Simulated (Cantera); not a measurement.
Input: 1 mol CCl4, 0.91 mol F2, equilibrated at 2975 °C and 13.3 mbar.

These are equilibrium values from Cantera (NASA tables, ideal gas, pure condensed phases), not measurements of a reactor. Candidate condensed phases: C; 27 gas species. The tables' values for CCl are old estimates; treat these amounts as uncertain. Rates play no part.

Base state: Cl 0.647, F 0.268, C3 0.0341, CF 0.0250, C 0.0169, C2 0.00723, CF2 0.000938, C5 0.000317 (mole fractions); condensed: gas only.

What changes in the equilibrium state with this change: F2 from 0.91 to 0.45 mol?


```json
[
 {"species": "Cl", "before": "0.647", "after": "0.757"},
 {"species": "F", "before": "0.268", "after": "0.154"},
 {"species": "C3", "before": "0.0341", "after": "0.0447"},
 {"species": "CF", "before": "0.0250", "after": "0.0157"},
 {"species": "C", "before": "0.0169", "after": "0.0185"},
 {"species": "CF2", "before": "0.000938", "after": "0.000339"},
 {"species": "C5", "before": "0.000317", "after": "0.000498"},
 {"species": "ClF", "before": "1.74e-5", "after": "1.17e-5"},
 {"species": "C4", "before": "0.000112", "after": "0.000161"}
]
```
